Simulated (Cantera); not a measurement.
Equilibrium for nitride etching: AlN + H2O + H2

Charge: 1 mol AlN, 3.1 mol H2O, 0.53 mol H2, held at 0.0533 Torr.

Method: chemical equilibrium by Gibbs-energy minimisation in Cantera with the NASA 1993 tables (ideal gas, pure condensed phases). Candidate condensed phases: Al, AlN, Al2O3, H2O; 35 gas species. Equilibrium is a limit: real reactors are often held back by kinetics, nucleation or transport.

```
T (°C)   x H2  x H2O   x N2       x H  n Al2O3(s)
------  -----  -----  -----  --------  ----------
850     0.492  0.387  0.121   3.54e-6       0.500
925     0.492  0.387  0.121   1.58e-5       0.500
1000    0.491  0.387  0.121   5.93e-5       0.500
1075    0.491  0.387  0.121  0.000192       0.500
1150    0.491  0.387  0.121  0.000552       0.500
1225    0.490  0.387  0.121   0.00143       0.500
1300    0.489  0.387  0.121   0.00337       0.500
1375    0.486  0.386  0.121   0.00737       0.500
1450    0.481  0.384  0.120    0.0150       0.500
1525    0.471  0.380  0.119    0.0287       0.500
1600    0.454  0.373  0.118    0.0516       0.500
```
x: gas mole fraction; n: condensed amount in mol.

From 850 °C to 1600 °C the condensed part is Al2O3(s).
